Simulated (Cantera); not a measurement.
## Low-pressure radical oxidation in H2/O2

A perfectly stirred reactor is fed with 1.34 % H2, 70.5 % O2, 28.2 % N2, equivalence ratio 0.0095, at 10.00 Torr; it is held at 1125 K, and followed from long to short residence time.

Detailed kinetics in Cantera: the H2/O2 subset of GRI-Mech 3.0, which has no nitrogen chemistry. Radical loss at walls, strong at low pressure, is not modelled.

```csv
τ (s),x H2,x O2,x H,x O,x OH,x HO2,x H2O
6.9,2.93e-5,0.702,1.48e-5,0.000541,0.000191,4.03e-7,0.0133
2.6,5.11e-5,0.702,3.77e-5,0.000994,0.000264,5.72e-7,0.0133
0.95,9.02e-5,0.701,9.51e-5,0.00180,0.000367,7.90e-7,0.0131
0.35,0.000160,0.700,0.000222,0.00305,0.000504,1.05e-6,0.0129
0.13,0.000289,0.698,0.000462,0.00468,0.000680,1.32e-6,0.0126
0.048,0.000552,0.697,0.000831,0.00626,0.000904,1.60e-6,0.0120
0.018,0.00110,0.696,0.00125,0.00710,0.00118,1.87e-6,0.0111
0.0067,0.00232,0.696,0.00155,0.00676,0.00148,2.07e-6,0.00956
```
x: mole fraction; the columns are a selection and need not sum to one.
